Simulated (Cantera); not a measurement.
Input (Python, Cantera) and output of one run.

```python
import numpy as np
import cantera as ct

gas_names = """
    CL CL2 H HCL H2 Si SiCL SiCL2 SiCL3 SiCL4 SiH SiHCL3 SiH2 SiH2CL2 SiH3 SiH3CL SiH4 Si2 Si3
""".split()
cond_names = """
    Si(cr) Si(L)
""".split()


# ... load() reads the species with a 1 bar reference pressure and builds the phases ...
atoms = {
    'Si': {'Si': 1},
    'HCl': {'H': 1, 'CL': 1},
    'H2': {'H': 2},
}
top_T = {}  # K; cautious upper limits of use, not melting points


# ... equilibrate(T, P, feed) seeds the gas with the atoms and calls Mixture.equilibrate('TP', solver="vcs", rtol=1e-11, max_steps=5000) ...
results = []
feed = {'Si': 1, 'HCl': 0.67, 'H2': 0.95}  # mol
T = 1348.15  # K
P = 150000  # Pa
mix = equilibrate(T, P, feed)
results.append((T, P, feed, dict(zip(mix.species_names, mix.species_moles))))
print(gas.report(threshold=1e-06))
for i in range(1, mix.n_phases):
    print(f"{mix.phase(i).name:16s} {mix.phase_moles(i):12.5e} mol")
```

It prints:

```
       temperature   1348.2 K
          pressure   1.5e+05 Pa
           density   0.28133 kg/m^3
  mean mol. weight   21.023 kg/kmol
   phase of matter   gas

                          1 kg             1 kmol
                     ---------------   ---------------
          enthalpy       -1.2359e+06       -2.5982e+07  J
   internal energy        -1.769e+06       -3.7191e+07  J
           entropy             10209        2.1463e+05  J/K
    Gibbs function          -1.5e+07       -3.1534e+08  J
 heat capacity c_p            1866.2             39234  J/K
 heat capacity c_v            1470.7             30920  J/K

                      mass frac. Y      mole frac. X     chem. pot. / RT
                     ---------------   ---------------   ---------------
                 H        8.1724e-08        1.7045e-06           -9.0511
               HCL           0.12642            0.0729           -35.537
                H2          0.077719           0.81047           -18.102
             SiCL2          0.086646          0.018403           -57.298
             SiCL3          0.086644           0.01355           -83.784
             SiCL4           0.40463          0.050073           -110.27
            SiHCL3           0.20372          0.031621           -92.835
           SiH2CL2          0.013974         0.0029087             -75.4
            SiH3CL        0.00024086        7.6078e-05           -57.965
     [  +10 minor]         1.789e-06         1.129e-06

Si(cr)            8.26888e-01 mol
```

Method: chemical equilibrium by Gibbs-energy minimisation in Cantera with the NASA 1993 tables (ideal gas, pure condensed phases). The tables' values for SiCl3 are old estimates; treat these amounts as uncertain.
